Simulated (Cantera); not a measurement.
What does this Cantera script print?

```python
import numpy as np
import cantera as ct

gas_names = """
    C CN CO CO2 C2 CCN CNC C2N2 C2O C3 C3O2 C4 C4N2 C5 N NCO NO NO2 NO3 N2 N2O O O2 O3 Si SiC SiC2 SiN
    SiO SiO2 Si2 Si2C Si2N Si3
""".split()
cond_names = """
    C(gr) Si(cr) Si(L) SiC(b) SiO2(Lqz) SiO2(hqz) SiO2(L) Si2N2O(s) Si3N4(a)
""".split()


# ... load() reads the species with a 1 bar reference pressure and builds the phases ...
atoms = {
    'SiC': {'Si': 1, 'C': 1},
    'N2O': {'N': 2, 'O': 1},
    'N2': {'N': 2},
}
top_T = {'C(gr)': 4500, 'SiC(b)': 3050, 'Si2N2O(s)': 2100, 'Si3N4(a)': 2400}  # K; cautious upper limits of use, not melting points


# ... equilibrate(T, P, feed) seeds the gas with the atoms and calls Mixture.equilibrate('TP', solver="vcs", rtol=1e-11, max_steps=5000) ...
results = []
feed = {'SiC': 1, 'N2O': 0.19, 'N2': 1.4}  # mol
P = 1100  # Pa
for T in [1098, 1173, 1248, 1323, 1398, 1473, 1548]:
    mix = equilibrate(T, P, feed)
    results.append((T, P, feed, dict(zip(mix.species_names, mix.species_moles))))

top = {s: max(r[3][s] / sum(r[3][g] for g in gas_names) for r in results) for s in gas_names}
cols = sorted((s for s in top if top[s] > 0.0001), key=lambda s: -top[s])[:8]
seen = [c for c in cond_names if any(r[3].get(c, 0) > 1e-12 for r in results)]
print("log10 of partial pressures in bar; condensed amounts in mol")
print(f"{'T/K':>10s}" + "".join(f"{s[:9]:>10s}" for s in cols + seen))
for T, P, feed, n in results:
    ng = sum(n[g] for g in gas_names)
    print(f"{T:10.4g}" + "".join(f"{np.log10(max(n[s] / ng * P / 1e5, 1e-99)):10.3f}" for s in cols)
          + "".join(f"{n.get(c, 0):10.4g}" for c in seen))
```

Result:

```
log10 of partial pressures in bar; condensed amounts in mol
       T/K        N2        CO       SiO     C(gr)    SiC(b) Si2N2O(s)  Si3N4(a)
      1098    -1.959    -8.895   -14.267         1         0      0.19    0.2067
      1173    -1.959    -7.891   -12.489         1         0      0.19    0.2067
      1248    -1.959    -7.009   -10.929         1         0      0.19    0.2067
      1323    -1.959    -6.230    -9.550    0.9999         0    0.1899    0.2067
      1398    -1.959    -5.292    -8.199     0.378    0.6213    0.1893         0
      1473    -1.963    -4.008    -6.766    0.3418    0.6455    0.1773         0
      1548    -1.993    -3.075    -5.531         0    0.8735   0.06304         0
```

These are equilibrium values from Cantera (NASA tables, ideal gas, pure condensed phases), not measurements of a reactor. Mutual solubility and eutectic melting of coexisting phases are not modelled.
